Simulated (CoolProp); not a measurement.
Vapour pressure (bar) of vinyl chloride: the reference equation beside estimates from Tc = 425.0 K, pc = 56.00 bar, ω = 0.160. Clausius-Clapeyron is anchored at 346.6 K with a constant enthalpy of vaporisation of 16.96 kJ/mol.

The numbers come from the reference Helmholtz-energy equation of state, Thol 2022 in CoolProp.

```csv
T (K),reference,Clausius-Clapeyron,van der Waals,Redlich-Kwong,Soave-Redlich-Kwong,Peng-Robinson
292.5,3.325,4.549,10.29,4.237,3.318,3.317
301.5,4.360,5.602,12.01,5.476,4.365,4.350
310.5,5.620,6.816,13.91,6.955,5.645,5.610
319.5,7.132,8.201,16.00,8.698,7.187,7.128
328.6,8.947,9.788,18.30,10.75,9.044,8.957
337.6,11.06,11.55,20.78,13.09,11.21,11.09
346.6,13.51,13.51,23.45,15.77,13.73,13.58
355.6,16.34,15.68,26.34,18.79,16.64,16.45
364.7,19.63,18.09,29.47,22.23,20.02,19.80
373.7,23.34,20.70,32.78,26.02,23.83,23.57
382.7,27.54,23.54,36.31,30.22,28.12,27.85
391.7,32.30,26.61,40.07,34.85,32.95,32.68
```

Absolute difference from the reference over all 12 rows, mean and median: Clausius-Clapeyron 14.2 and 12.9 %, van der Waals 94.2 and 80.7 %, Redlich-Kwong 17.6 and 17.5 %, Soave-Redlich-Kwong 1.3 and 1.5 %, Peng-Robinson 0.5 and 0.4 %.
